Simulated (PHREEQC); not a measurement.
1 kg of water holding 0.032 mol MgSO4, 0.37 mol K2SO4 and 0.29 mol Na2SO4 is evaporated at 40 °C; the solids stay in contact with the brine. The system is closed to CO2. Solids allowed: Arcanite, Bloedite, Brucite, Epsomite, Glaserite, Hexahydrite, Kieserite, Leonite, Mirabilite, Misenite, Schoenite, Thenardite. Others were left out.

Computed with PHREEQC (Pitzer model, pitzer.dat).

```
water left (kg)  ionic strength  water activity  Glaserite (mol)
---------------  --------------  --------------  ---------------
1                          2.11           0.976                0
0.8219                     2.56           0.971                0
0.6755                     3.12           0.966                0
0.5552                     3.80           0.959                0
0.4563                     4.56           0.951          0.00465
0.375                      4.77           0.949           0.0534
0.3082                     5.04               ?           0.0927
0.2533                     5.38               ?            0.124
0.2082                     5.82           0.940                ?
0.1711                     6.37           0.934            0.170
0.1407                     7.06           0.928            0.186
0.1156                     7.92           0.919            0.199
0.09502                    9.00           0.907            0.209
0.07809                       ?           0.892            0.217
0.06418                       ?           0.873            0.223
0.05275                    13.5           0.855            0.228
0.04335                    13.8           0.852            0.231
0.03564                       ?           0.849            0.234
0.0293                     14.6           0.844            0.236
```

### Question
Fill in the missing entries.

### Answer

- 0.3082, water activity: 0.947
- 0.2533, water activity: 0.944
- 0.2082, Glaserite (mol): 0.150
- 0.07809, ionic strength: 10.3
- 0.06418, ionic strength: 12.0
- 0.03564, ionic strength: 14.1

Species that the database lacks are ignored. At this temperature some constants are extrapolated from 25 °C, and those without enthalpy data are left unchanged.
